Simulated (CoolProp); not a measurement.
Vapour-liquid equilibrium of R152A (1) + methanol (2) at 13.5 kPa; x and y are mole fractions of (1).

Model: multi-fluid Helmholtz-energy mixture model, Outcalt 1996 and de Reuck 1993; pair parameters Bell 2016, in CoolProp.

| x | bubble temperature, mixture model (°C) | bubble temperature, Raoult's law (°C) | y, mixture model | y, Raoult's law |
|---|---|---|---|---|
| 0.05 | -42.1 | -5.5 | 0.988 | 0.800 |
| 0.2 | -55.1 | -33.3 | 0.997 | 0.979 |
| 0.35 | -55.8 | -44.0 | 0.997 | 0.993 |
| 0.5 | -56.1 | -50.3 | 0.997 | 0.997 |
| 0.65 | -57.1 | -54.8 | 0.997 | 0.999 |
| 0.8 | -58.8 | -58.1 | 0.998 | 0.999 |
| 0.95 | -60.9 | -60.8 | 1.000 | 1.000 |

The largest gap from Raoult's law is -36.6 K in bubble temperature, at x = 0.05. No azeotrope shows between x = 0.05 and 0.95.

Pair parameters are fitted to limited data, so mixtures are less certain than the pure fluids. With so large a gap from Raoult's law the liquid may split in two, which this calculation doesn't test in full.
